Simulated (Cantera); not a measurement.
Charge: 1 mol SiH2Cl2, 1.3 mol NH3, 23 mol H2, held at 1798 K and 100000 Pa.

Method: chemical equilibrium by Gibbs-energy minimisation in Cantera with the NASA 1993 tables (ideal gas, pure condensed phases). Candidate condensed phases: NH4Cl, Si, Si3N4; 28 gas species. Mutual solubility and eutectic melting of coexisting phases are not modelled. The tables' values for SiCl3, SiCl are old estimates; treat these amounts as uncertain. Gases not in the tables: Si2H6 and higher silanes. Kinetics and transport are ignored.

Base state: H2 0.928, HCl 0.0534, SiCl2 0.00953, N2 0.00852, H 0.000339, SiCl3 0.000269, SiHCl3 5.33e-5, SiH2Cl2 4.19e-5 (mole fractions); condensed: Si(l) + Si3N4(s).

Q: What changes in the equilibrium state with this change: H2 from 23 to 3.3 mol?

A: 
```csv
species,before,after
H2,0.928,0.757
HCl,0.0534,0.161
SiCl2,0.00953,0.0446
N2,0.00852,0.0314
SiCl4,1.23e-5,0.000642
SiCl3,0.000269,0.00421
SiHCl3,5.33e-5,0.000753
SiH2Cl2,4.19e-5,0.000160
"Si(l), mol",0.102,0
"Si3N4(s), mol",0.209,0.208
```

Q: What changes in the equilibrium state with this change: temperature from 1798 K to 1998.15 K?

A: 
```json
[
 {"species": "H2", "before": "0.928", "after": "0.911"},
 {"species": "HCl", "before": "0.0534", "after": "0.0556"},
 {"species": "N2", "before": "0.00852", "after": "0.0235"},
 {"species": "SiCl2", "before": "0.00953", "after": "0.00814"},
 {"species": "Si", "before": "3.08e-6", "after": "4.26e-5"},
 {"species": "SiH", "before": "3.41e-6", "after": "2.77e-5"},
 {"species": "Si(l), mol", "before": "0.102", "after": "0.764"},
 {"species": "Si3N4(s), mol", "before": "0.209", "after": "0"}
]
```
